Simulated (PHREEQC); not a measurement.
A solution holds 0.002 mol/kgw HCl and 0.00094 mol/kgw Al2(SO4)3, at 15 °C. Closed to the air; pH follows from the charge balance.

Equilibrium calculation in PHREEQC: ion-association model, phreeqc.dat.

* **pH**: 2.77
* **ionic strength**: 0.00897 mol/kgw
* **total alkalinity**: -2.00 meq/kg

```json
[
 {"species": "Cl-", "molality": "0.00200", "activity": "0.00181", "log γ": "-0.043"},
 {"species": "H+", "molality": "0.00185", "activity": "0.00170", "log γ": "-0.037"},
 {"species": "SO4-2", "molality": "0.00151", "activity": "0.00103", "log γ": "-0.165"},
 {"species": "AlSO4+", "molality": "0.00109", "activity": "0.000992", "log γ": "-0.042"},
 {"species": "Al+3", "molality": "0.000752", "activity": "0.000348", "log γ": "-0.334"},
 {"species": "HSO4-", "molality": "0.000152", "activity": "0.000138", "log γ": "-0.042"},
 {"species": "Al(SO4)2-", "molality": "3.39e-5", "activity": "3.08e-5", "log γ": "-0.042"},
 {"species": "AlOH+2", "molality": "1.52e-6", "activity": "1.05e-6", "log γ": "-0.163"}
]
```

Precipitation was switched off in this run.
